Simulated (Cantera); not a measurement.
What does this Cantera script print?

```python
import numpy as np
import cantera as ct

gas_names = """
    B BH BH2 BH3 BN BO BO2 B2 B2O B2O2 B2O3 B3O3H3 H HBO HBO2 HNO HNO2 HNO3 HO2 H2 H2O H2O2 H3B3O6 N NH
    NH2 NH3 NH2OH NO NO2 NO3 N2 N2H2 N2H4 N2O O OH O2 O3
""".split()
cond_names = """
    B(b) B(L) BN(s) B2O3(L) B3O3H3(cr) H2O(s) H2O(L)
""".split()


# ... load() reads the species with a 1 bar reference pressure and builds the phases ...
atoms = {
    'B2O3': {'B': 2, 'O': 3},
    'H2': {'H': 2},
    'NH3': {'N': 1, 'H': 3},
}
top_T = {'BN(s)': 3200}  # K; cautious upper limits of use, not melting points


# ... equilibrate(T, P, feed) seeds the gas with the atoms and calls Mixture.equilibrate('TP', solver="vcs", rtol=1e-11, max_steps=5000) ...
results = []
feed = {'B2O3': 1, 'H2': 100, 'NH3': 0.24}  # mol
P = 13  # Pa
for T in [1123, 1173, 1223, 1273, 1323, 1373, 1423, 1473, 1523, 1573]:
    mix = equilibrate(T, P, feed)
    results.append((T, P, feed, dict(zip(mix.species_names, mix.species_moles))))

top = {s: max(r[3][s] / sum(r[3][g] for g in gas_names) for r in results) for s in gas_names}
cols = sorted((s for s in top if top[s] > 1e-05), key=lambda s: -top[s])[:9]
seen = [c for c in cond_names if any(r[3].get(c, 0) > 1e-12 for r in results)]
print("log10 of partial pressures in bar; condensed amounts in mol")
print(f"{'T/K':>10s}" + "".join(f"{s[:9]:>10s}" for s in cols + seen))
for T, P, feed, n in results:
    ng = sum(n[g] for g in gas_names)
    print(f"{T:10.4g}" + "".join(f"{np.log10(max(n[s] / ng * P / 1e5, 1e-99)):10.3f}" for s in cols)
          + "".join(f"{n.get(c, 0):10.4g}" for c in seen))
```

It prints:

```
log10 of partial pressures in bar; condensed amounts in mol
       T/K        H2       HBO      HBO2      B2O3         H        N2       H2O        BO      B2O2     BN(s)   B2O3(L)
      1123    -3.887    -8.006    -7.689    -9.209    -9.314    -6.820    -8.195   -11.720   -10.654  0.006011    0.9848
      1173    -3.887    -7.430    -7.353    -8.429    -8.872    -6.818    -8.204   -10.749    -9.604  0.004928    0.9629
      1223    -3.887    -6.951    -6.998    -7.716    -8.466    -6.809    -8.116    -9.909    -8.740         0    0.9015
      1273    -3.889    -6.585    -6.601    -7.062    -8.091    -6.810    -7.889    -9.209    -8.093         0    0.7283
      1323    -3.892    -6.251    -6.233    -6.459    -7.746    -6.812    -7.678    -8.566    -7.501         0    0.2577
      1373    -3.894    -6.136    -6.115    -6.317    -7.424    -6.813    -7.510    -8.164    -7.341         0         0
      1423    -3.894    -6.107    -6.097    -6.358    -7.125    -6.813    -7.367    -7.870    -7.351         0         0
      1473    -3.894    -6.082    -6.084    -6.400    -6.845    -6.814    -7.234    -7.599    -7.364         0         0
      1523    -3.895    -6.061    -6.074    -6.444    -6.584    -6.814    -7.111    -7.348    -7.381         0         0
      1573    -3.896    -6.045    -6.068    -6.492    -6.339    -6.814    -6.995    -7.116    -7.403         0         0
```

Method: chemical equilibrium by Gibbs-energy minimisation in Cantera with the NASA 1993 tables (ideal gas, pure condensed phases). Mutual solubility and eutectic melting of coexisting phases are not modelled.
